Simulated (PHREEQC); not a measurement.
A solution holds 0.049 mol TMAH and 7.7e-05 mol H3BO3 per kg of water, at 20 °C. Closed to the air; pH follows from the charge balance.

All values are PHREEQC results (ion-association model, wateq4f.dat), not measurements.

```yaml
pH: 12.77
ionic_strength: 0.0490 mol/kgw
total_alkalinity: 49.0 meq/kg
```

```
species   molality  activity   log γ
--------  --------  --------  ------
(CH3)4N+    0.0490    0.0401  -0.087
OH-         0.0489    0.0398  -0.089
H2BO3-     7.70e-5   6.19e-5  -0.095
H3BO3      1.99e-8   2.01e-8   0.005
```

Precipitation was switched off in this run. Species that the database lacks are ignored. (CH3)4N+ isn't in the database: it is added as a free cation with an ion size of 4 Å.
